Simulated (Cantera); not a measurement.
Cantera run, input and output.

```python
import numpy as np
import cantera as ct

gas = ct.Solution("gri30.yaml", transport_model="multicomponent")
show = ['OH', 'NO', 'H']

rows = []
print(f"{'T/K':>7s}{'rho':>11s}{'cp':>10s}{'mu':>11s}{'lambda':>11s}{'Pr':>7s}" + "".join(f"{'D_' + s:>11s}" for s in show))
for T in [400, 600, 800, 1000, 1200, 1400]:
    gas.TPX = T, 500000, {'H2O': 0.26, 'NO': 0.31}
    Pr = gas.cp_mass * gas.viscosity / gas.thermal_conductivity
    D = [gas.mix_diff_coeffs_mole[gas.species_index(s)] for s in show]
    rows.append([gas.density, gas.cp_mass, gas.viscosity, gas.thermal_conductivity, Pr, *D])
    print(f"{T:7g}{gas.density:11.4e}{gas.cp_mass:10.1f}{gas.viscosity:11.4e}"
          f"{gas.thermal_conductivity:11.4e}{Pr:7.3f}" + "".join(f"{d:11.4e}" for d in D))
print("SI units: kg/m3, J/kg/K, Pa s, W/m/K, m2/s")
```

Output:

```
    T/K        rho        cp         mu     lambda     Pr       D_OH       D_NO        D_H
    400 3.6888e+00    1301.2 1.9064e-05 3.6512e-02  0.679 1.1460e-05 7.9219e-06 4.3241e-05
    600 2.4592e+00    1367.5 2.6828e-05 5.4948e-02  0.668 2.3257e-05 1.6835e-05 8.9373e-05
    800 1.8444e+00    1446.5 3.3913e-05 7.3737e-02  0.665 3.8021e-05 2.8188e-05 1.4748e-04
   1000 1.4755e+00    1521.1 4.0472e-05 9.2528e-02  0.665 5.5434e-05 4.1671e-05 2.1618e-04
   1200 1.2296e+00    1586.7 4.6610e-05 1.1108e-01  0.666 7.5282e-05 5.7077e-05 2.9456e-04
   1400 1.0539e+00    1644.6 5.2399e-05 1.2931e-01  0.666 9.7408e-05 7.4264e-05 3.8195e-04
SI units: kg/m3, J/kg/K, Pa s, W/m/K, m2/s
```

Cantera simulation using GRI-Mech 3.0 (53 species, 325 reactions); the numbers are that mechanism's predictions, not measurements. Polar gases are described roughly by these parameters. The composition is frozen, though it would react at the higher temperatures.
